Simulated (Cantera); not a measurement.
Equilibrium for nitride etching: TiN + Cl2 + N2

Charge: 1 mol TiN, a varied amount of Cl2, 6.9 mol N2, equilibrated at 2050 K and 0.100 bar.

Equilibrium computed with Cantera from the NASA thermochemical tables; the gas is ideal and each condensed phase is pure. Candidate condensed phases: Ti, TiCl2, TiCl3, TiCl4, TiN; 9 gas species. The tables' values for TiCl2 are old estimates; treat these amounts as uncertain. Equilibrium is a limit: real reactors are often held back by kinetics, nucleation or transport.

From 1.5 mol Cl2 to 12 mol Cl2 nothing is condensed. The main Ti-bearing gas is TiCl3 at 1.5 mol Cl2 and TiCl4 at 12 mol Cl2.

```csv
n(Cl2) (mol),log p N2,log p Cl,log p TiCl3,log p TiCl4,log p Cl2,log p TiCl2
1.5,-1.06,-3.23,-2.01,-3.13,-6.36,-2.88
2.4,-1.11,-1.92,-2.39,-2.20,-3.73,-4.57
3.3,-1.18,-1.62,-2.66,-2.17,-3.14,-5.14
4.2,-1.24,-1.48,-2.83,-2.20,-2.86,-5.45
5.1,-1.29,-1.40,-2.95,-2.24,-2.70,-5.65
6,-1.34,-1.34,-3.04,-2.28,-2.59,-5.80
6.9,-1.38,-1.30,-3.12,-2.31,-2.51,-5.91
7.8,-1.42,-1.27,-3.18,-2.35,-2.45,-6.01
8.7,-1.45,-1.25,-3.24,-2.38,-2.40,-6.09
9.6,-1.49,-1.23,-3.29,-2.41,-2.36,-6.15
10,-1.50,-1.22,-3.31,-2.42,-2.35,-6.18
11,-1.53,-1.21,-3.36,-2.45,-2.31,-6.24
12,-1.56,-1.19,-3.40,-2.48,-2.29,-6.30
```
log p: log10 of the partial pressure in bar; nothing condenses.
